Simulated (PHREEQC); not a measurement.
A column of 0.2 m (30 cells, dispersivity 0.01 m, 300 s a shift, diffusion coefficient 3e-10 m²/s) holds 0.13 eq of the database's cation exchanger X per kg of pore water, first in equilibrium with 0.0077 mol KCl, 0.0012 mol CaCl2 and 1e-05 mol HCl per kg of water. It is flushed with 7.1 mmol/kgw KBr, 44 mmol/kgw BaCl2, 0.43 mmol/kgw SrCl2 and 0.01 mmol/kgw HCl, at 40 °C. Values are for the last cell. The system is closed to CO2. Nothing may precipitate in this run.

Base run: PHREEQC, ion-association model, phreeqc.dat. Each further column changes one thing. The table gives Ca in solution (mol/kgw).

```
pore volumes      base  exchange capacity from 0.13 to 0.065 eq/kgw  dispersivity from 0.01 to 0.02 m
------------  --------  -------------------------------------------  --------------------------------
0              0.00120                                      0.00120                           0.00120
0.5167         0.00158                                          ___                               ___
1.183           0.0221                                          ___                            0.0216
1.683           0.0278                                       0.0137                            0.0237
2.183           0.0194                                          ___                            0.0167
2.85           0.00752                                     0.000801                           0.00820
3.35           0.00314                                     0.000202                           0.00452
3.85           0.00123                                      4.96e-5                           0.00243
4.517         0.000337                                      7.37e-6                               ___
5.017         0.000125                                          ___                               ___
```

**Question.** Fill in the missing entries.

**Answer.** 
- 0.5167, exchange capacity from 0.13 to 0.065 eq/kgw: 0.00159
- 0.5167, dispersivity from 0.01 to 0.02 m: 0.00282
- 1.183, exchange capacity from 0.13 to 0.065 eq/kgw: 0.0219
- 2.183, exchange capacity from 0.13 to 0.065 eq/kgw: 0.00454
- 4.517, dispersivity from 0.01 to 0.02 m: 0.00105
- 5.017, exchange capacity from 0.13 to 0.065 eq/kgw: 1.74e-6
- 5.017, dispersivity from 0.01 to 0.02 m: 0.000557

At this temperature some constants are extrapolated from 25 °C, and those without enthalpy data are left unchanged.
